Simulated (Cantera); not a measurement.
Charge: 1 mol SiHCl₃, 0.43 mol NH₃, 0.29 mol H₂, equilibrated at 652 °C and 0.133 bar.

Method: chemical equilibrium by Gibbs-energy minimisation in Cantera with the NASA 1993 tables (ideal gas, pure condensed phases). Candidate condensed phases: NH₄Cl, Si, Si₃N₄; 28 gas species. The tables' values for SiCl₃ are old estimates; treat these amounts as uncertain. The numbers say what is thermodynamically allowed, not how fast it happens.

Task: What is the equilibrium state?

Result: 
```json
{
  "x(H₂)": "0.567",
  "x(SiCl₄)": "0.295",
  "x(HCl)": "0.133",
  "x(SiHCl₃)": "0.00457",
  "x(SiCl₃)": "0.000102",
  "x(N₂)": "1.87e-5",
  "x(SiH₂Cl₂)": "6.95e-6",
  "x(SiCl₂)": "1.40e-6",
  "n(Si₃N₄(s))": "0.107 mol",
  "gas_amount": "2.258 mol",
  "log10 activity of Si(s) (absent)": "-4.51"
}
```
